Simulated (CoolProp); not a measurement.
R410A at 293.15 K and 1.12 MPa is compressed adiabatically to 7.49 MPa with isentropic efficiency 0.85. Each further row changes one setting.

The numbers come from the reference Helmholtz-energy equation of state, Lemmon 2003 in CoolProp. It is a pseudo-pure fit of the blend.

```csv
case,work (kJ/kg),final temperature (K),final density (kg/m³)
as stated,…,412.1,232
efficiency 1,55.5,…,245
efficiency 0.65,85.3,425.2,…
```

Task: Some entries are withheld; supply them.

Result: 
- as stated, work (kJ/kg): 65.2
- efficiency 1, final temperature (K): 406.1
- efficiency 0.65, final density (kg/m³): 211
